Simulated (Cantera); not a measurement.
Input: 1 mol CH3OH, 17 mol H2, at 1173 K.

Cantera equilibrium calculation (NASA polynomials, part measured and part estimated; ideal gas, pure solids and liquids). Candidate condensed phases: C, C6H6, C7H8, C8H18, H2O; 110 gas species. The ideal-gas law is rough above about 30 bar. Kinetics and transport are ignored.

log p: log10 of the partial pressure in bar; nothing condenses.

```csv
P (Pa),log p H2,log p CH4,log p H2O,log p CO,log p CO2,log p H
10,-4.02,-10.26,-10.27,-5.30,-11.65,[?]
46,-3.36,-8.93,-8.95,-4.64,-10.33,[?]
220,-2.68,-7.57,-7.59,-3.96,-8.97,[?]
1000,-2.02,-6.26,-6.27,-3.30,-7.66,[?]
4600,-1.36,-4.93,-4.95,-2.64,-6.33,[?]
22000,-0.68,-3.58,-3.59,-1.97,-4.99,[?]
100000,-0.02,-2.28,-2.30,-1.35,-3.72,[?]
460000,0.63,-1.05,-1.06,-0.83,-2.63,[?]
2200000,1.30,0.00,0.00,-0.73,-2.13,[?]
10000000,1.95,0.74,0.74,-1.21,-2.52,[?]
```

Problem. Fill in the missing entries.

Solution. 
- 10, log p H: -8.94
- 46, log p H: -8.61
- 220, log p H: -8.27
- 1000, log p H: -7.94
- 4600, log p H: -7.61
- 22000, log p H: -7.27
- 100000, log p H: -6.94
- 460000, log p H: -6.61
- 2200000, log p H: -6.28
- 10000000, log p H: -5.95
